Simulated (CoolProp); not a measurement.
Oxygen at 298.15 K and 0.229 MPa flows at 0.081 m/s in a round tube of 12.7 mm bore and 45 µm roughness, fully developed (64/Re and Nu = 3.66 if laminar; Colebrook and Gnielinski if turbulent). Each further row changes one setting.

Values from CoolProp's reference Helmholtz-energy equation of state, Schmidt 1985.

| case | Reynolds number | Darcy friction factor | pressure drop (Pa/m) | heat-transfer coefficient (W/(m² K)) | mass flow (kg/h) |
|---|---|---|---|---|---|
| as stated | 148 | (withheld) | (withheld) | 7.61 | 0.109 |
| velocity 0.162 m/s | 296 | 0.216 | 0.661 | 7.61 | 0.219 |
| diameter 25.4 mm | 296 | 0.216 | (withheld) | 3.80 | 0.437 |

Task: Some entries are withheld; supply them.

Result: 
- as stated, Darcy friction factor: 0.432
- as stated, pressure drop (Pa/m): 0.331
- diameter 25.4 mm, pressure drop (Pa/m): 0.0827

Viscosity comes from a separate model (Lemmon 2004). Thermal conductivity comes from a separate model (Lemmon 2004).
